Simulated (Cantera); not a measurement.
Charge: 1 mol V, 3.7 mol O2, 2.1 mol H2, at 2525 K and 0.100 bar.

Method: chemical equilibrium by Gibbs-energy minimisation in Cantera with the NASA 1993 tables (ideal gas, pure condensed phases). Candidate condensed phases: H2O, V, VO, V2O3, V2O4, V2O5; 12 gas species. Kinetics and transport are ignored.

Base state: H2O 0.373, O2 0.312, VO2 0.201, OH 0.0593, O 0.0289, H2 0.0142, H 0.0106, VO 0.000124 (mole fractions); condensed: gas only.

Question: What changes in the equilibrium state with this change: temperature from 2525 K to 1023.15 K?

Answer: 
```csv
species,before,after
H2O,0.373,0.600
O2,0.312,0.400
OH,0.0593,9.15e-7
VO2,0.201,<1e-9
O,0.0289,<1e-9
H2,0.0142,<1e-9
H,0.0106,<1e-9
VO,0.000124,<1e-9
HO2,2.24e-5,3.00e-9
"V2O5(l), mol",0,0.500
```
Condensed phases not in the tables: the oxides between V2O3 and V2O5 other than VO2. Gases not in the tables: V4O10.
